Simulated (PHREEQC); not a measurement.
Make-up at 60 °C: 0.033 mol HF and 0.0026 mol Na2CO3 per kg of water. Closed to the air; pH follows from the charge balance.

Equilibrium calculation in PHREEQC: ion-association model, wateq4f.dat.

No solid was allowed to form.

Task: Predict the pH, ionic strength.

Result: pH 2.82; ionic strength 0.00682 mol/kgw.

Task: In which forms is F present?

Result: HF 75 %, F- 19 %, HF2- 4.0 %, H2F2 2.5 % of the F.

Away from 25 °C the constants follow the database's enthalpies or fits; those with neither stay at their 25 °C values.
